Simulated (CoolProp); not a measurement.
Vapour-liquid equilibrium of ammonia (1) + benzene (2) at 358.7 K; x and y are mole fractions of (1).

Values from CoolProp's multi-fluid Helmholtz-energy mixture model, Gao 2020 and Thol 2012; pair parameters Bell 2016.

### Question
Give the bubble pressure and the first vapour's composition at x = 0.05, 0.2, 0.65. Is there an azeotrope?

### Answer
x = 0.05: 0.4885 MPa, y = 0.748; x = 0.2: 1.507 MPa, y = 0.913; x = 0.65: 3.200 MPa, y = 0.961. No azeotrope shows between x = 0.05 and 0.95.

Pair parameters are fitted to limited data, so mixtures are less certain than the pure fluids. The gap from Raoult's law changes sign with composition, which may be real or a fault of the pair parameters; it wasn't checked against measurements.
